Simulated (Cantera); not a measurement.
**Hydrogen reduction and annealing atmospheres: FeS₂ + H₂ + N₂**

Input: 1 mol FeS₂, 14 mol H₂, 60 mol N₂, at 1.70 mbar.

These are equilibrium values from Cantera (NASA tables, ideal gas, pure condensed phases), not measurements of a reactor. Candidate condensed phases: Fe, FeS, FeS₂, S; 16 gas species. Metal and sulfide melt together well below either melting point, which pure phases cannot show. Mutual solubility and eutectic melting of coexisting phases are not modelled. FeS: taken at fixed stoichiometry. Gases not in the tables: S₃ to S₇. Equilibrium is a limit: real reactors are often held back by kinetics, nucleation or transport.

From 925 °C to 1150 °C the condensed part is FeS(s). At 1225 °C the condensed part is Fe(γ) + FeS(l). From 1300 °C to 1375 °C the condensed part is Fe(γ). At 1450 °C the condensed part is Fe(δ). From 1525 °C to 1675 °C nothing is condensed.

| T (°C) | log p N₂ | log p H₂ | log p Fe | log p S₂ | log p H | n FeS(s) | n Fe(γ) | n FeS(l) | n Fe(δ) |
|---|---|---|---|---|---|---|---|---|---|
| 925 | -2.86 | -3.51 | -11.38 | -5.37 | -8.48 | 1.00 | 0 | 0 | 0 |
| 1000 | -2.86 | -3.51 | -10.03 | -5.21 | -7.90 | 1.000 | 0 | 0 | 0 |
| 1075 | -2.86 | -3.50 | -8.80 | -5.12 | -7.39 | 1.000 | 0 | 0 | 0 |
| 1150 | -2.86 | -3.50 | -7.69 | -5.06 | -6.93 | 0.999 | 0 | 0 | 0 |
| 1225 | -2.87 | -3.50 | -6.84 | -4.79 | -6.52 | 0 | 0.691 | 0.303 | 0 |
| 1300 | -2.87 | -3.50 | -6.18 | -4.70 | -6.14 | 0 | 0.971 | 0 | 0 |
| 1375 | -2.87 | -3.51 | -5.58 | -4.70 | -5.80 | 0 | 0.885 | 0 | 0 |
| 1450 | -2.87 | -3.51 | -5.04 | -4.71 | -5.49 | 0 | 0 | 0 | 0.595 |
| 1525 | -2.87 | -3.51 | -4.65 | -4.74 | -5.21 | 0 | 0 | 0 | 0 |
| 1600 | -2.87 | -3.52 | -4.65 | -4.77 | -4.95 | 0 | 0 | 0 | 0 |
| 1675 | -2.88 | -3.53 | -4.65 | -4.82 | -4.71 | 0 | 0 | 0 | 0 |
log p: log10 of the partial pressure in bar; n: condensed amount in mol.
